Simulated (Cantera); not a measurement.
An isothermal, constant-pressure homogeneous reactor starts with 3.13 % CH₄, 96.9 % H₂O, at 2100 K and 100.0 Torr.

Model: GRI-Mech 3.0 (53 species, 325 reactions), integrated in Cantera.

One state of this run: x CH₄ = <1e-12; x H₂O = 0.858; x O₂ = 0.000173; x CH₂O = 6.43e-11; x H₂ = 0.107; x HCO = 1.20e-9; x C₂H₂ = <1e-12. x: mole fraction; the columns are a selection and need not sum to one.

Problem. Which value of t (s) does it belong to?
A. 0.00771
B. 0.181
C. 0.00269
D. 0.000328

Solution. B, 0.181
